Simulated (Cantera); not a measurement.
Charge: 1 mol Zr, 0.023 mol H₂O, 360 mol H₂, 0.31 mol N₂O, held at 1.00 bar.

Equilibrium computed with Cantera from the NASA thermochemical tables; the gas is ideal and each condensed phase is pure. Candidate condensed phases: H₂O, Zr, ZrN, ZrO₂; 28 gas species. Mutual solubility and eutectic melting of coexisting phases are not modelled. ZrN: taken at fixed stoichiometry. Condensed phases not in the tables: solid solutions among these carbides, nitrides and lower oxides, N, O or C dissolved in the metal. Kinetics and transport are ignored. All values below are at 1850 °C.

Base state: H₂ 0.996, H 0.00358 (mole fractions); condensed: Zr(β) + ZrN(s) + ZrO₂(tetragonal).

**Question.** What changes in the equilibrium state with this change: Zr replaced by Cr?

**Answer.** 
| species | before | after |
|---|---|---|
| H₂ | 0.996 | 0.992 |
| H | 0.00358 | 0.00357 |
| Cr | 0 | 0.00276 |
| H₂O | 2.91e-6 | 0.000918 |
| N₂ | 3.72e-9 | 0.000856 |
| Zr(β), mol | 0.214 | 0 |
| ZrN(s), mol | 0.620 | 0 |
| ZrO₂(tetragonal), mol | 0.166 | 0 |
Further candidate phases: Cr, CrN, Cr₂N, Cr₂O₃.
